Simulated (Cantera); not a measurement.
A Cantera script and its output.

```python
import numpy as np
import cantera as ct

gas = ct.Solution("gri30.yaml")
gas.TPX = 1573, 1333, {'CH4': 0.027, 'H2': 1}
inlet = ct.Reservoir(gas, clone=True)

reactor = ct.IdealGasConstPressureReactor(gas, energy="off", clone=False)
exhaust = ct.Reservoir(gas, clone=True)
tau = [23, 3.3, 0.46, 0.066, 0.0093, 0.0013, 0.00019][0]
for a, b in ((inlet, reactor), (reactor, exhaust)):
    ct.MassFlowController(a, b, mdot=lambda t: reactor.mass / tau)
net = ct.ReactorNet([reactor])
show = ['CH4', 'H2', 'C2H6', 'C2H4', 'CH3', 'CH2', 'C2H']

rows = []
print(f"{'tau/s':>10s}{'T/K':>9s}" + "".join(f"{s:>11s}" for s in show))
for tau in [23, 3.3, 0.46, 0.066, 0.0093, 0.0013, 0.00019]:
    net.initial_time = 0.0
    net.advance(30 * tau)
    before = gas.X
    net.advance(40 * tau)
    drift = np.max(np.abs(gas.X - before) / (gas.X + 1e-9))
    rows.append([gas.T, *gas[show].X, drift])
    print(f"{tau:10.3e}{gas.T:9.1f}" + "".join(f"{x:11.3e}" for x in gas[show].X))
```

It prints:

```
     tau/s      T/K        CH4         H2       C2H6       C2H4        CH3        CH2        C2H
 2.300e+01   1573.0  1.206e-02  9.807e-01  2.936e-07  2.014e-05  7.874e-05  2.220e-08  6.401e-09
 3.300e+00   1573.0  2.099e-02  9.761e-01  7.872e-07  2.498e-05  1.253e-04  3.176e-08  2.122e-09
 4.600e-01   1573.0  2.550e-02  9.738e-01  8.299e-07  2.235e-05  1.203e-04  2.415e-08  2.026e-10
 6.600e-02   1573.0  2.624e-02  9.736e-01  1.362e-07  2.621e-06  3.973e-05  2.639e-09  4.581e-13
 9.300e-03   1573.0  2.628e-02  9.737e-01  2.776e-09  1.264e-08  5.876e-06  5.808e-11  1.956e-17
 1.300e-03   1573.0  2.629e-02  9.737e-01  1.943e-11  3.566e-11  8.316e-07  1.122e-12  8.589e-22
 1.900e-04   1573.0  2.629e-02  9.737e-01  8.271e-14  1.121e-13  1.290e-07  2.209e-14  5.379e-26
```

Computed with Cantera and GRI-Mech 3.0 (53 species, 325 reactions). GRI-Mech 3.0 stops at C3 and has no aromatics, soot or wall deposition, so with more carbon than oxygen in the feed, carbon stays in small species such as C2H2 where larger ones or solid carbon would form. Radical loss at walls, strong at low pressure, is not modelled.
